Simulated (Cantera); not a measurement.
Input: 1 mol (CH3)2SiCl2, 1.7 mol H2, equilibrated at 59.0 mbar.

Points: T (K) = 900, 1000, 1100, 1200, 1300, 1400, 1500, 1600, 1700, 1800, 1900, 2000, 2100, 2200.

Cantera's Mixture.equilibrate('TP', solver="vcs", rtol=1e-11, max_steps=5000) on the NASA tables stopped like this:

```
T = 900 K  P = 5900 Pa  gas = 5.226 mol
   x: H2 8.355e-01  SiCL4 7.536e-02  HCL 7.385e-02  CH4 1.285e-02  SiHCL3 2.421e-03
   condensed (mol): C(gr) 1.34  SiC(b) 0.5932
ERROR: FAILURE its = 5001!

*******************************************************************************
CanteraError thrown by MultiPhase::equilibrate:
VCS solver failed. Return code: -1
*******************************************************************************
```

### Question
What got this run through?

### Answer
Several could match; the one computed here: The failure is numerical, not chemical. The same input converged with solver="gibbs", rtol=1e-10, max_steps=50000, and the result passed a check of the equilibrium conditions:
```
T = 900 K  P = 5900 Pa  gas = 5.226 mol
   x: H2 8.355e-01  SiCL4 7.536e-02  HCL 7.385e-02  CH4 1.285e-02  SiHCL3 2.421e-03
   condensed (mol): C(gr) 1.34  SiC(b) 0.5932
T = 1000 K  P = 5900 Pa  gas = 5.36 mol
   x: H2 8.004e-01  HCL 1.360e-01  SiCL4 5.734e-02  CH4 3.610e-03  SiHCL3 2.378e-03  SiCL3 1.904e-04
   condensed (mol): C(gr) 1.302  SiC(b) 0.6787
T = 1100 K  P = 5900 Pa  gas = 5.478 mol
   x: H2 7.503e-01  HCL 2.088e-01  SiCL4 3.716e-02  SiHCL3 1.969e-03  CH4 1.192e-03  SiCL3 5.231e-04  SiCL2 1.025e-04
   condensed (mol): C(gr) 1.211  SiC(b) 0.7822
T = 1200 K  P = 5900 Pa  gas = 5.581 mol
   x: H2 7.034e-01  HCL 2.743e-01  SiCL4 1.908e-02  SiHCL3 1.331e-03  SiCL3 9.621e-04  CH4 4.612e-04  SiCL2 4.256e-04
   condensed (mol): C(gr) 1.119  SiC(b) 0.8783
T = 1300 K  P = 5900 Pa  gas = 5.649 mol
   x: H2 6.732e-01  HCL 3.159e-01  SiCL4 7.479e-03  SiCL3 1.214e-03  SiCL2 1.170e-03  SiHCL3 7.262e-04  CH4 2.103e-04
   condensed (mol): C(gr) 1.059  SiC(b) 0.9401
T = 1400 K  P = 5900 Pa  gas = 5.68 mol
   x: H2 6.606e-01  HCL 3.329e-01  SiCL4 2.468e-03  SiCL2 2.374e-03  SiCL3 1.175e-03  SiHCL3 3.466e-04  CH4 1.112e-04
   condensed (mol): C(gr) 1.036  SiC(b) 0.9638
T = 1500 K  P = 5900 Pa  gas = 5.691 mol
   x: H2 6.573e-01  HCL 3.365e-01  SiCL2 4.033e-03  SiCL3 1.013e-03  SiCL4 8.078e-04  SiHCL3 1.634e-04
   condensed (mol): C(gr) 1.034  SiC(b) 0.9657
T = 1600 K  P = 5900 Pa  gas = 5.696 mol
   x: H2 6.575e-01  HCL 3.348e-01  SiCL2 6.176e-03  SiCL3 8.453e-04  SiCL4 2.850e-04  H 1.815e-04
   condensed (mol): C(gr) 1.042  SiC(b) 0.9579
T = 1700 K  P = 5900 Pa  gas = 5.699 mol
   x: H2 6.591e-01  HCL 3.305e-01  SiCL2 8.805e-03  SiCL3 7.007e-04  H 4.925e-04  CL 1.920e-04  SiCL4 1.098e-04
   condensed (mol): C(gr) 1.054  SiC(b) 0.9449
T = 1800 K  P = 5900 Pa  gas = 5.703 mol
   x: H2 6.612e-01  HCL 3.245e-01  SiCL2 1.186e-02  H 1.199e-03  SiCL3 5.806e-04  CL 4.503e-04  C2H2,acetylene 1.160e-04
   condensed (mol): C(gr) 1.07  SiC(b) 0.9285
T = 1900 K  P = 5900 Pa  gas = 5.709 mol
   x: H2 6.630e-01  HCL 3.173e-01  SiCL2 1.526e-02  H 2.660e-03  CL 9.605e-04  SiCL3 4.811e-04  C2H2,acetylene 2.532e-04
   condensed (mol): C(gr) 1.087  SiC(b) 0.9097
T = 2000 K  P = 5900 Pa  gas = 5.72 mol
   x: H2 6.640e-01  HCL 3.087e-01  SiCL2 1.884e-02  H 5.456e-03  CL 1.889e-03  C2H2,acetylene 5.101e-04  SiCL3 3.984e-04  SiCL 1.107e-04
   condensed (mol): C(gr) 1.105  SiC(b) 0.8889
T = 2100 K  P = 5900 Pa  gas = 5.741 mol
   x: H2 6.631e-01  HCL 2.987e-01  SiCL2 2.245e-02  H 1.045e-02  CL 3.462e-03  C2H2,acetylene 9.579e-04  SiCL3 3.289e-04  SiCL 2.950e-04  Si 1.763e-04
   condensed (mol): C(gr) 1.123  SiC(b) 0.8661
T = 2200 K  P = 5900 Pa  gas = 5.777 mol
   x: H2 6.589e-01  HCL 2.869e-01  SiCL2 2.587e-02  H 1.882e-02  CL 5.964e-03  C2H2,acetylene 1.688e-03  SiCL 7.121e-04  Si 6.706e-04  SiCL3 2.699e-04
   condensed (mol): C(gr) 1.14  SiC(b) 0.8396
```

The gas is ideal and each condensed phase is pure. The feed counts by its element totals alone. The tables' values for SiCl3, SiCl are old estimates; treat these amounts as uncertain. Gases not in the tables: Si2H6 and higher silanes.
